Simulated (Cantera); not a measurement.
# Gas-phase reforming

A perfectly stirred reactor is fed with 20.4 % CH4, 59.2 % CO2, 20.4 % H2, at 6.20 bar; it is held at 1425 K, and followed from long to short residence time.

Computed with Cantera and GRI-Mech 3.0 (53 species, 325 reactions).

```csv
τ (s),x CH4,x CO2,x H2,x C2H4,x O
28,0.0747,0.233,0.136,0.00652,<1e-12
6.7,0.0878,0.284,0.111,0.00991,<1e-12
1.6,0.120,0.361,0.104,0.00955,<1e-12
0.38,0.170,0.475,0.135,0.00531,<1e-12
0.091,0.195,0.553,0.177,0.00195,<1e-12
0.022,0.202,0.582,0.197,0.000614,<1e-12
0.0051,0.204,0.590,0.202,0.000134,<1e-12
```
x: mole fraction; the columns are a selection and need not sum to one.
